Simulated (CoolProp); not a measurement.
Saturation properties of hexamethyldisiloxane (MM) (Tc = 245.6 °C, pc = 1931 kPa, ω = 0.418).

The numbers come from the reference Helmholtz-energy equation of state, Thol 2016 in CoolProp.

```csv
T (°C),p (kPa),vapour density (kg/m³),enthalpy of vaporisation (kJ/kg)
-13.25,0.5577,0.04196,___
-4.65,1.005,0.07325,242.2
3.95,___,0.1224,238.3
12.65,2.881,0.1979,234.4
21.25,4.596,0.3070,230.6
29.85,7.096,0.4617,226.7
38.45,10.63,0.6751,___
47.15,15.58,0.9662,218.8
55.75,___,1.346,214.8
64.35,30.87,1.836,210.7
73.05,42.25,2.468,206.6
81.65,56.57,3.250,202.3
```

Q: Fill in the missing entries.

A: 
- -13.25, enthalpy of vaporisation (kJ/kg): 246.1
- 3.95, p (kPa): 1.731
- 38.45, enthalpy of vaporisation (kJ/kg): 222.8
- 55.75, p (kPa): 22.17

It boils at 100.5 °C under 1 atm.
